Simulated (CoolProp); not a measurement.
Propane along the isobar 262 kPa: density (kg/m³) from the reference equation and from simpler models built on Tc = 96.7 °C, pc = 4251 kPa, ω = 0.152; each cubic takes its own stable root.

Model: reference Helmholtz-energy equation of state, Lemmon 2009, in CoolProp.

```tsv
T (°C)	phase	reference	van der Waals	Redlich-Kwong	Peng-Robinson
-97.65	liquid	641.5	405.5	602.7	681.4
-90.95	liquid	634.5	401.5	596.3	675.2
-84.25	liquid	627.5	397.4	?	668.8
-77.55	liquid	620.3	393.2	582.8	662.1
-70.85	liquid	613.1	388.9	575.6	655.2
-64.25	liquid	606.0	384.5	568.4	648.1
-57.55	liquid	598.6	6.913	560.8	640.6
-50.85	liquid	591.1	6.671	552.9	632.7
-44.15	liquid	583.4	6.446	544.8	624.5
-37.45	liquid	575.6	6.237	536.3	?
-30.75	liquid	567.7	6.042	527.5	607.0
-24.15	liquid	559.6	5.862	5.979	?
-17.45	gas	5.857	?	5.792	5.832
```

### Question
Complete the blanks.

### Answer

- -84.25, Redlich-Kwong: 589.6
- -37.45, Peng-Robinson: 616.0
- -24.15, Peng-Robinson: 597.7
- -17.45, van der Waals: 5.691

At some of these states van der Waals, Redlich-Kwong gives the other phase, because its saturation line lies elsewhere.
